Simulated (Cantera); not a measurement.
What does this Cantera script print?

```python
import numpy as np
import cantera as ct

gas_names = """
    H HNO HNO2 HNO3 HO2 H2 H2O H2O2 N NH NH2 NH3 NH2OH NO NO2 NO3 N2 N2H2 N2H4 N2O O OH O2 O3 Si SiH
    SiH2 SiH3 SiH4 SiN SiO SiO2 Si2 Si2N Si3
""".split()
cond_names = """
    H2O(s) H2O(L) Si(cr) Si(L) SiO2(Lqz) SiO2(hqz) SiO2(L) Si2N2O(s) Si3N4(a)
""".split()


# ... load() reads the species with a 1 bar reference pressure and builds the phases ...
atoms = {
    'Si3N4': {'Si': 3, 'N': 4},
    'O2': {'O': 2},
    'H2': {'H': 2},
}
top_T = {'Si2N2O(s)': 2100, 'Si3N4(a)': 2400}  # K; cautious upper limits of use, not melting points


# ... equilibrate(T, P, feed) seeds the gas with the atoms and calls Mixture.equilibrate('TP', solver="vcs", rtol=1e-11, max_steps=5000) ...
results = []
feed = {'Si3N4': 1, 'O2': 0.016, 'H2': 400}  # mol
P = 15  # Pa
for T in [1623, 1648, 1673, 1698, 1723, 1748, 1773, 1798, 1823, 1848, 1873]:
    mix = equilibrate(T, P, feed)
    results.append((T, P, feed, dict(zip(mix.species_names, mix.species_moles))))

top = {s: max(r[3][s] / sum(r[3][g] for g in gas_names) for r in results) for s in gas_names}
cols = sorted((s for s in top if top[s] > 0.0001), key=lambda s: -top[s])[:5]
seen = [c for c in cond_names if any(r[3].get(c, 0) > 1e-12 for r in results)]
print("log10 of partial pressures in bar; condensed amounts in mol")
print(f"{'T/K':>10s}" + "".join(f"{s[:9]:>10s}" for s in cols + seen))
for T, P, feed, n in results:
    ng = sum(n[g] for g in gas_names)
    print(f"{T:10.4g}" + "".join(f"{np.log10(max(n[s] / ng * P / 1e5, 1e-99)):10.3f}" for s in cols)
          + "".join(f"{n.get(c, 0):10.4g}" for c in seen))
```

Output:

```
log10 of partial pressures in bar; condensed amounts in mol
       T/K        H2         H        Si        N2       SiH    Si(cr)     Si(L)
      1623    -3.829    -6.075    -6.806    -6.129    -8.418      2.53         0
      1648    -3.830    -5.965    -6.589    -6.130    -8.239     2.247         0
      1673    -3.831    -5.859    -6.379    -6.131    -8.067     1.797         0
      1698    -3.833    -5.756    -6.183    -6.132    -7.907         0     1.125
      1723    -3.836    -5.657    -6.007    -6.134    -7.767         0    0.2011
      1748    -3.837    -5.560    -5.975    -6.135    -7.770         0         0
      1773    -3.839    -5.466    -5.974    -6.136    -7.802         0         0
      1798    -3.842    -5.374    -5.974    -6.137    -7.835         0         0
      1823    -3.845    -5.286    -5.974    -6.138    -7.868         0         0
      1848    -3.848    -5.200    -5.975    -6.140    -7.900         0         0
      1873    -3.852    -5.116    -5.976    -6.142    -7.933         0         0
```

Method: chemical equilibrium by Gibbs-energy minimisation in Cantera with the NASA 1993 tables (ideal gas, pure condensed phases). Gases not in the tables: Si2H6 and higher silanes.
